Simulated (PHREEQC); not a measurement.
Make-up at 25 °C: 0.015 mol/kgw FeCl3, 0.26 mol/kgw ZnCl2, 0.00083 mol/kgw NaHCO3 and 0.00014 mol/kgw NaCl. Closed to the air; pH follows from the charge balance.

The numbers come from PHREEQC with the ion-association model, phreeqc.dat.

Precipitation was switched off in this run.

**Question.** Estimate the pH.

**Answer.** pH 2.65.

**Question.** In which forms is Cl present?

**Answer.** Cl- 82 %, ZnCl+ 8.4 %, ZnCl2 2.8 %, ZnCl3- 2.6 %, ZnCl4-2 1.6 %, FeCl+2 1.2 % of the Cl.

Examples of supersaturated solids here: Hematite (slow to form), Goethite (slow to form). Others may be too. Complexes and solids missing from the database can't appear.
